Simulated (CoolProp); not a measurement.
Vapour-liquid equilibrium of CH2F2 (R32) (1) + R152A (2) at -69.05 °C; x and y are mole fractions of (1).

Model: multi-fluid Helmholtz-energy mixture model, Tillner-Roth 1997 and Outcalt 1996; pair parameters Bell 2016, in CoolProp.

| x | bubble pressure (MPa) | y at the bubble point | dew pressure at overall composition x (MPa) | liquid density (mol/L) |
|---|---|---|---|---|
| 0.05 | 0.009856 | 0.210 | 0.008527 | 16.94 |
| 0.125 | 0.01230 | 0.415 | 0.009103 | 17.37 |
| 0.2 | 0.01469 | 0.550 | 0.009762 | 17.81 |
| 0.275 | 0.01701 | 0.646 | 0.01052 | 18.28 |
| 0.35 | 0.01929 | 0.718 | 0.01141 | 18.77 |
| 0.425 | 0.02153 | 0.774 | 0.01246 | 19.28 |
| 0.5 | 0.02373 | 0.820 | 0.01371 | 19.82 |
| 0.575 | 0.02592 | 0.859 | 0.01524 | 20.39 |
| 0.65 | 0.02809 | 0.891 | 0.01714 | 20.98 |
| 0.725 | 0.03025 | 0.920 | 0.01955 | 21.61 |
| 0.8 | 0.03241 | 0.945 | 0.02271 | 22.27 |
| 0.875 | 0.03459 | 0.967 | 0.02696 | 22.97 |
| 0.95 | 0.03678 | 0.987 | 0.03291 | 23.70 |

No azeotrope shows between x = 0.05 and 0.95.

The pair parameters rest on a limited set of measurements; away from them the model extrapolates.
